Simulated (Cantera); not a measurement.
Feed: 1 mol CCl4, 1.7 mol F2, equilibrated at 1125 °C and 0.0100 bar.

Equilibrium computed with Cantera from the NASA thermochemical tables; the gas is ideal and each condensed phase is pure. Candidate condensed phases: C; 27 gas species. Gases not in the tables: C2F6 and larger saturated fluorocarbons. The numbers say what is thermodynamically allowed, not how fast it happens.

Base state: Cl2 0.525, CF4 0.260, Cl 0.203, CClF3 0.0121, CCl2F2 0.000503, CF2 4.25e-5, ClF 4.07e-5, CCl3F 1.65e-5 (mole fractions); condensed: C(graphite).

Task: What changes in the equilibrium state with this change: CCl4 replaced by CH3Cl?

Result: 
```
species             before    after
----------------  --------  -------
HF                       0    0.706
HCl                      0    0.130
CF4                  0.260   0.0595
Cl2                  0.525   0.0442
CClF3               0.0121  0.00117
Cl                   0.203   0.0589
CCl3F              1.65e-5  2.79e-7
CCl2F2            0.000503  2.03e-5
ClF                4.07e-5  8.18e-6
C(graphite), mol     0.140    0.782
```
Further candidate phases: C6H6, C7H8, C8H18.
